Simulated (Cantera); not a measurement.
Gas mixture: 42.9 % N₂O, 31.4 % O₂, 25.7 % CO₂, at 0.0133 bar, frozen composition.

Cantera's kinetic-theory transport with the Lennard-Jones parameters of GRI-Mech 3.0, ideal gas; thermal conductivity in the mixture-averaged form. The composition is frozen, though it would react at the higher temperatures.

One state of this run: ρ (kg/m³) = 0.00806; cp (J/kg/K) = 1151; μ (µPa s) = 36.2; λ (mW/m/K) = 57.1; Pr = 0.729; D (cm²/s) C₂H₂ = 59.8; D (cm²/s) N₂ = 72.0; D (cm²/s) NH₃ = 85.3. D: mixture-averaged diffusion coefficient of that species in the mixture.

### Question
Which value of T (K) does it belong to?
A. 600
B. 800
C. 400
D. 1000

### Answer
B, 800
